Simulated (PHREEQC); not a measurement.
Make-up at 47 °C: 0.78 mol/kgw KOH and 0.0016 mol/kgw KNO3. Closed to the air; pH follows from the charge balance.

Model: ion-association model, wateq4f.dat, run in PHREEQC.

Each row changes one thing in this solution. Precipitation was switched off in this run.

```tsv
case	pH	ionic strength (mol/kgw)
as made	13.03	0.782
diluted 5-fold with water	12.40	0.156
diluted 100-fold with water	11.20	0.00782
0.47 mol/kgw NaHCO3 added	12.61	1.13
```

The ionic strength passes 0.7 mol/kgw, the rough limit of the ion-association models, in as made; 0.47 mol/kgw NaHCO3 added. At this temperature some constants are extrapolated from 25 °C, and those without enthalpy data are left unchanged.
